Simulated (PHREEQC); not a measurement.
Make-up at 45 °C: 0.14 mol/kgw MnSO4, 0.0094 mol/kgw CuCl2 and 0.017 mol/kgw NaCl. Closed to the air; pH follows from the charge balance.

Equilibrium calculation in PHREEQC: ion-association model, wateq4f.dat.

```
quantity                         before   after
-------------------------------  ------  ------
pH                                 5.04    6.01
ionic strength (mol/kgw)          0.301   0.298
MnSO4 (mol/kgw)                  0.0696  0.0690
Mn+2 (mol/kgw)                   0.0680  0.0686
SO4-2 (mol/kgw)                  0.0646  0.0630
Cl- (mol/kgw)                    0.0331  0.0312
SI of Halite (NaCl)               -5.23   -5.25
SI of Mirabilite (Na2SO4:10H2O)   -5.49   -5.50
```

Task: Which change was made?
A) CuCl2 replaced by CdCl2 at the same molality
B) diluted 10-fold with water
C) temperature from 45 to 60 °C
D) CuCl2 from 0.0094 to 0.0188 mol/kgw
E) 0.0036 mol/kgw HNO3 added

Result: A, CuCl2 replaced by CdCl2 at the same molality

No solid was allowed to form. Some of these states are supersaturated (in Atacamite, Tenorite (slow to form), for instance). Away from 25 °C the constants follow the database's enthalpies or fits; those with neither stay at their 25 °C values.
